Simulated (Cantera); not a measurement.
A Cantera script and its output.

```python
import numpy as np
import cantera as ct

gas = ct.Solution("gri30.yaml")
gas.TPX = 1325, 27000, {'N2O': 1, 'N2': 1.2}
reactor = ct.IdealGasConstPressureReactor(gas, energy="off", clone=False)
net = ct.ReactorNet([reactor])
net.rtol, net.atol = 1e-08, 1e-18
show = ['N2O', 'NO', 'N2', 'O', 'NO2']
times = np.geomspace(0.0003, 100, 9)

steps = ct.SolutionArray(gas, extra=["t"])
rows = []
print(f"{'t/s':>10s}{'T/K':>9s}{'P/Pa':>11s}" + "".join(f"{s:>11s}" for s in show))
for t in times:
    while net.time < t:
        t_next = net.step()
        steps.append(gas.state, t=t_next)
    rows.append([np.interp(t, steps.t, y) for y in (steps.T, steps.P, *steps(*show).X.T)])
    print(f"{t:10.3e}{rows[-1][0]:9.1f}{rows[-1][1]:11.4g}" + "".join(f"{x:11.3e}" for x in rows[-1][2:]))
rate = np.gradient(steps.T, steps.t)
print("integrator steps:", len(steps.t))
if steps.T.max() > steps.T[0] + 200:
    print(f"time of steepest temperature rise: {steps.t[rate.argmax()]:.4e} s")
gas.TPX = 1325, 27000, {'N2O': 1, 'N2': 1.2}
gas.equilibrate("TP")
print(f"equilibrium (TP): T = {gas.T:.1f} K  " + "  ".join(f"{s} {gas[s].X[0]:.3e}" for s in show))
```

Result:

```
       t/s      T/K       P/Pa        N2O         NO         N2          O        NO2
 3.000e-04   1325.0    2.7e+04  4.543e-01  2.723e-05  5.456e-01  1.038e-05  9.435e-10
 1.471e-03   1325.0    2.7e+04  4.534e-01  1.463e-04  5.460e-01  1.038e-05  2.615e-08
 7.208e-03   1325.0    2.7e+04  4.490e-01  7.251e-04  5.484e-01  1.037e-05  5.331e-07
 3.533e-02   1325.0    2.7e+04  4.280e-01  3.457e-03  5.595e-01  1.033e-05  6.189e-06
 1.732e-01   1325.0    2.7e+04  3.409e-01  1.471e-02  6.055e-01  1.007e-05  3.366e-05
 8.490e-01   1325.0    2.7e+04  1.266e-01  4.120e-02  7.192e-01  8.375e-06  1.004e-04
 4.162e+00   1325.0    2.7e+04  4.781e-03  5.211e-02  7.859e-01  1.261e-06  1.492e-04
 2.040e+01   1325.0    2.7e+04  7.838e-07  5.199e-02  7.888e-01  2.130e-07  2.298e-04
 1.000e+02   1325.0    2.7e+04  7.410e-07  5.190e-02  7.888e-01  2.131e-07  2.295e-04
integrator steps: 1173
equilibrium (TP): T = 1325.0 K  N2O 1.542e-08  NO 4.454e-04  N2 8.146e-01  O 2.295e-07  NO2 2.125e-06
```

Detailed kinetics in Cantera: GRI-Mech 3.0 (53 species, 325 reactions). GRI-Mech 3.0 was tuned for natural gas; its chemistry of N2O as a main component is partial and can be far from experiment. The mechanism lacks the step 2 NO + O2 → 2 NO2, which can matter for NO2 below about 1400 K. The temperature is held fixed by assumption; the heat of reaction is taken as removed at once.
